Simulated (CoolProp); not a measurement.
Computed with CoolProp (reference Helmholtz-energy equation of state, Guder 2009).

For sulfur hexafluoride, give the phase and the density (kg/m³), cp (kJ/(kg K)), expansivity (1/kK) at 53.85 °C and 4.85 MPa.


- 53.85 °C and 4.85 MPa: supercritical; density 968, cp 2.50, expansivity 39.9
